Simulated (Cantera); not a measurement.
An adiabatic, constant-volume homogeneous reactor starts with CO : H₂ : O₂ : N₂ = 1 : 0.091 : 0.925 : 3.48 (molar parts), equivalence ratio 0.59, at 1700 K and 4.93 atm. Integrator tolerance rtol = 1e-08.

Detailed kinetics in Cantera: GRI-Mech 3.0 (53 species, 325 reactions). The hydrogen kinetics of GRI-Mech 3.0 are dated; newer H2 mechanisms differ, most at raised pressure.

Problem. What does this change do: pressure from 4.93 atm to 0.197 atm?

Solution. 
```tsv
quantity	before	after
time of steepest temperature rise	8.50 µs	0.114 ms
temperature at 0.700 s	2920 K	2669 K
equilibrium temperature	2920 K	2669 K
x(CO) at 0.700 s	0.0464 (gas-phase equilibrium 0.0464)	0.0667 (gas-phase equilibrium 0.0667)
x(H₂) at 0.700 s	0.000558 (gas-phase equilibrium 0.000558)	0.000877 (gas-phase equilibrium 0.000877)
x(O₂) at 0.700 s	0.0796 (gas-phase equilibrium 0.0796)	0.0878 (gas-phase equilibrium 0.0878)
x(NO) at 0.700 s	0.0246 (gas-phase equilibrium 0.0246)	0.0180 (gas-phase equilibrium 0.0180)
x(NO₂) at 0.700 s	2.62e-5 (gas-phase equilibrium 2.62e-5)	4.78e-6 (gas-phase equilibrium 4.78e-6)
x(HO₂) at 0.700 s	1.07e-5 (gas-phase equilibrium 1.07e-5)	2.74e-6 (gas-phase equilibrium 2.74e-6)
```
